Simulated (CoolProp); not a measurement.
R236FA at 298.15 K and 0.119 MPa is compressed adiabatically to 0.623 MPa with isentropic efficiency 0.6. Each further row changes one setting.

Computed with CoolProp (reference Helmholtz-energy equation of state, Pan 2012).

```
case             work (kJ/kg)  final temperature (K)  final density (kg/m³)
---------------  ------------  ---------------------  ---------------------
as stated                44.0                  355.6                   36.1
efficiency 1             26.4                  337.7                   39.2
efficiency 0.65          40.7                  352.2                   36.6
```
